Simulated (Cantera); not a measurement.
Feed: 1 mol CH3SiCl3, 0.11 mol CH4, 13 mol H2, held at 1823.15 K and 0.180 bar.

Cantera equilibrium calculation (NASA polynomials, part measured and part estimated; ideal gas, pure solids and liquids). Candidate condensed phases: C, C6H6, C7H8, C8H18, Si, SiC; 109 gas species. The feed counts by its element totals alone. The tables' values for SiCl3 are old estimates; treat these amounts as uncertain. The numbers say what is thermodynamically allowed, not how fast it happens.

### Question
What is the equilibrium state?

### Answer
```json
{
 "x(H2)": "0.817",
 "x(HCl)": "0.178",
 "x(SiCl2)": "0.00311",
 "x(H)": "0.000924",
 "x(C2H2 (acetylene))": "0.000173",
 "x(Cl)": "0.000154",
 "x(SiCl3)": "0.000119",
 "x(CH4)": "8.57e-5",
 "x(SiHCl3)": "8.52e-6",
 "n(C(graphite))": "0.156 mol",
 "n(SiC(s))": "0.947 mol",
 "gas_amount": "16.23 mol",
 "log10 activity of Si(l) (absent)": "-1.57"
}
```
